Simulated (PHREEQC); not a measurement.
Dissolve 0.069 mol/kgw CaCl2, 0.00018 mol/kgw Na2SO4 and 0.04 mol/kgw MgSO4 at 25 °C. Closed to the air; pH follows from the charge balance.

All values are PHREEQC results (ion-association model, wateq4f.dat), not measurements.

No solid was allowed to form.

**Question.** Predict the ionic strength.

**Answer.** ionic strength 0.275 mol/kgw.

**Question.** In which forms is Na present?

**Answer.** Na+ 98 %, NaSO4- 2.2 % of the Na.

The solution is supersaturated, for example in Gypsum, so a real one may precipitate; this is no full list. Species that the database lacks are ignored.
